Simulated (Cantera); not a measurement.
Input: 1 mol CS₂, 4.8 mol H₂O, 5.3 mol H₂, equilibrated at 2325 °C and 6400000 Pa.

Equilibrium computed with Cantera from the NASA thermochemical tables; the gas is ideal and each condensed phase is pure. Candidate condensed phases: C, C₆H₆, C₇H₈, C₈H₁₈, H₂O, H₂SO₄, S; 123 gas species. The ideal-gas law is rough above about 30 bar. Equilibrium is a limit: real reactors are often held back by kinetics, nucleation or transport.

Base state: H₂ 0.453, H₂O 0.310, H₂S 0.0949, CO 0.0773, S₂ 0.0241, SH 0.0207, CO₂ 0.00819, SO 0.00350 (mole fractions); condensed: gas only.

### Question
What changes in the equilibrium state with this change: temperature from 2325 °C to 475 °C?

### Answer
| species | before | after |
|---|---|---|
| H₂O | 0.310 | 0.526 |
| H₂S | 0.0949 | 0.220 |
| H₂ | 0.453 | 0.144 |
| SH | 0.0207 | <1e-9 |
| S₂ | 0.0241 | 1.41e-9 |
| CH₄ | 2.35e-7 | 0.109 |
| CO | 0.0773 | 1.47e-5 |
| SO | 0.00350 | <1e-9 |
| H | 0.00320 | <1e-9 |
| SO₂ | 0.00234 | <1e-9 |
